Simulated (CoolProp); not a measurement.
A simple Rankine cycle with neopentane: condensing at 317.15 K, boiler at 0.823 MPa, turbine inlet 363.2 K, turbine efficiency 0.65, pump efficiency 0.7, no recuperator. Each further row changes one setting.

Model: reference Helmholtz-energy equation of state, Lemmon 2006, in CoolProp. It is a short technical equation, of lower accuracy than the large ones.

```tsv
case	thermal efficiency (%)	net work (kJ/kg)	heat in (kJ/kg)	turbine exit temperature (K)	volume ratio over the turbine
as stated	6.1	21.7	359	___	2.92
turbine inlet 383.2 K	5.9	23.7	404	___	2.86
condensing temperature 309.15 K	___	26.9	___	339.5	3.69
boiler pressure 0.576 MPa	___	14.9	___	351.4	1.96
turbine efficiency 0.55	5.1	___	359	345.1	___
```

**Question.** Complete the blanks.

**Answer.** 
- as stated, turbine exit temperature (K): 343.3
- turbine inlet 383.2 K, turbine exit temperature (K): 364.5
- condensing temperature 309.15 K, thermal efficiency (%): 7.1
- condensing temperature 309.15 K, heat in (kJ/kg): 378
- boiler pressure 0.576 MPa, thermal efficiency (%): 4.0
- boiler pressure 0.576 MPa, heat in (kJ/kg): 368
- turbine efficiency 0.55, net work (kJ/kg): 18.2
- turbine efficiency 0.55, volume ratio over the turbine: 2.94
